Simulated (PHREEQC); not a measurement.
Make-up at 25 °C: 0.026 mol NaHSO4, 0.17 mol NaF and 0.17 mol KCl per kg of water. Closed to the air; pH follows from the charge balance.

Model: ion-association model, phreeqc.dat, run in PHREEQC.

Each row changes one thing in this solution. No solid was allowed to form.

```csv
case,pH,ionic strength (mol/kgw),Na+ (mol/kgw),SO4-2 (mol/kgw),KSO4- (mol/kgw),NaSO4- (mol/kgw),SI of Sylvite (KCl),SI of Halite (NaCl)
as made,3.83,0.369,0.186,0.0176,0.00445,0.00388,-2.80,-3.38
temperature from 25 to 55 °C,4.09,0.366,0.186,0.0160,0.00599,0.00391,-2.96,-3.42
temperature from 25 to 10 °C,3.71,0.371,0.186,0.0185,0.00366,0.00379,-2.71,-3.36
KCl from 0.17 to 0.034 mol/kgw,3.87,0.237,0.184,0.0197,0.00118,0.00502,-4.16,-4.06
NaHSO4 from 0.026 to 0.0026 mol/kgw,4.96,0.337,0.166,0.00177,0.000475,0.000357,-2.78,-3.43
diluted 100-fold with water,4.09,0.00399,0.00196,0.000254,2.31e-6,1.90e-6,-6.50,-7.11
NaF left out,1.83,0.224,0.0255,0.0138,0.00428,0.000496,-2.75,-4.21
KCl from 0.17 to 0.34 mol/kgw,3.79,0.536,0.187,0.0159,0.00690,0.00311,-2.23,-3.10
diluted 10-fold with water,3.88,0.0387,0.0194,0.00234,0.000135,0.000112,-4.60,-5.21
```

Away from 25 °C the constants follow the database's enthalpies or fits; those with neither stay at their 25 °C values.
